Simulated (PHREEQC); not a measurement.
Make-up at 45 °C: 5.4 mmol/kgw Pb(NO3)2. Closed to the air; pH follows from the charge balance.

Equilibrium calculation in PHREEQC: ion-association model, phreeqc.dat.

This is a speciation only: nothing precipitates in the calculation.

### Question
Order these Pb species by the share of Pb that they hold, largest first: PbNO3+, Pb+2, PbOH+.

### Answer
Pb+2 (91 %), PbNO3+ (8.3 %), PbOH+ (0.15 %)

The pH is 5.08 and the ionic strength 0.0153 mol/kgw. Saturation is exceeded, for instance for Pb(OH)2; the values hold only as long as no solid forms. Constants without temperature data keep their 25 °C values here.
